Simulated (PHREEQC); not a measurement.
Solution (25 °C): 0.18 mol/kgw ZnSO4 and 9.5e-05 mol/kgw MgSO4. Closed to the air; pH follows from the charge balance.

Equilibrium calculation in PHREEQC: ion-association model, phreeqc.dat.

Task: The ionic strength comes out as 0.349 mol/kgw. What activity coefficients do ZnOH+, Zn+2, HSO4-, Mg+2, H+ get?

Result: ZnOH+ 0.73, Zn+2 0.24, HSO4- 0.73, Mg+2 0.31, H+ 0.78.

This is a speciation only: nothing precipitates in the calculation.
